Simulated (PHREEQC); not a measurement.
Solution (25 °C): 0.0038 mol Pb(NO3)2, 0.014 mol CaCl2, 0.001 mol H2SO4 and 0.22 mol NaCl per kg of water. Closed to the air; pH follows from the charge balance.

All values are PHREEQC results (ion-association model, wateq4f.dat), not measurements.

```
Item                       Value
-----------------  -------------
pH                          2.81
ionic strength     0.269 mol/kgw
activity of water          0.992
total alkalinity    -2.00 meq/kg
```

| species | molality | activity | log γ |
|---|---|---|---|
| Cl- | 0.244 | 0.169 | -0.162 |
| Na+ | 0.220 | 0.160 | -0.137 |
| Ca+2 | 0.0139 | 0.00412 | -0.527 |
| NO3- | 0.00757 | 0.00506 | -0.175 |
| PbCl+ | 0.00234 | 0.00172 | -0.133 |
| H+ | 0.00196 | 0.00154 | -0.104 |
| Pb+2 | 0.000875 | 0.000257 | -0.532 |
| SO4-2 | 0.000631 | 0.000165 | -0.582 |
| PbCl2 | 0.000433 | 0.000461 | 0.027 |
| NaSO4- | 0.000182 | 0.000133 | -0.138 |

This is a speciation only: nothing precipitates in the calculation. Examples of supersaturated solids here: Anglesite. Others may be too.
